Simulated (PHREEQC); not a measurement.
Consider water at 76 °C with 0.055 mol Cu(NO3)2, 0.00079 mol HCl and 0.00023 mol NaCl per kg of water. Closed to the air; pH follows from the charge balance.

Model: ion-association model, phreeqc.dat, run in PHREEQC.

No solid was allowed to form.

### Question
What pH does the model give?

### Answer
pH 3.20.

### Question
In which forms is Cl present?

### Answer
Cl- 72 %, CuCl+ 28 % of the Cl.

Constants without temperature data keep their 25 °C values here.
